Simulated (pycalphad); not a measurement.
All values are pycalphad results on the COST 507 light-alloy database (1999) (1 atm), not direct measurements. The data set is of 1999 and partly superseded. Phase fractions are per mole of atoms.

Problem. Give the equilibrium state of Al-7.1C (at.%) at 527 °C.

Solution. FCC_A1, fraction 0.834, with <0.01 C at.%; AL4C3, fraction 0.166, with 42.9 C at.%.

Problem. Give the equilibrium state of Al-7.1C (at.%) at 1202 °C.

Solution. 
```
T = 1475.00 K, P = 101325 Pa, N = 1 mol of atoms
G = -79880 J/mol, H = 37867 J/mol, S = 79.83 J/(mol K)  (SER reference)
chemical potentials (J/mol): Al -80768, C -68262
phase             fraction      x(Al)       x(C)
LIQUID              0.8345     0.9999   8.67e-05
AL4C3               0.1655     0.5714     0.4286
```

Database names, with the compositions (at.%) that they take in these runs: AL4C3: Al 57 C 43. FCC_A1 is fcc.
